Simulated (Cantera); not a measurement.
An isothermal, constant-pressure homogeneous reactor starts with 28.4 % H2, 36.9 % O2, 34.7 % N2, at 1250 K and 0.133 bar.

Model: GRI-Mech 3.0 (53 species, 325 reactions), integrated in Cantera. The temperature is held fixed by assumption; the heat of reaction is taken as removed at once.

x: mole fraction; the columns are a selection and need not sum to one.

```
t (s)           x H2   x O2        x NO        x OH       x HO2         x H
--------  ----------  -----  ----------  ----------  ----------  ----------
6.00e-5        0.284  0.369      <1e-12     3.93e-6     5.86e-7     2.26e-5
0.000270  (withheld)  0.252  (withheld)  (withheld)  (withheld)  (withheld)
0.00121      0.00115  0.263     6.10e-6     0.00216     2.68e-5    0.000520
0.00545      4.10e-5  0.264     6.08e-6    0.000424     2.49e-6     3.83e-6
0.0245       3.53e-6  0.264     6.08e-6    0.000136     2.93e-7     1.23e-7
0.110        5.36e-7  0.264     6.10e-6     5.53e-5     5.79e-8     8.18e-9
0.495        1.17e-7  0.265     6.10e-6     2.60e-5     2.89e-8    8.71e-10
2.22         6.20e-8  0.265     6.09e-6     1.85e-5     2.98e-8    3.36e-10
10.0         6.12e-8  0.265     6.09e-6     1.84e-5     2.99e-8    3.30e-10
```

### Question
Complete the blanks.

### Answer

- 0.000270, x H2: 0.0197
- 0.000270, x NO: 4.16e-6
- 0.000270, x OH: 0.0102
- 0.000270, x HO2: 4.52e-5
- 0.000270, x H: 0.0576
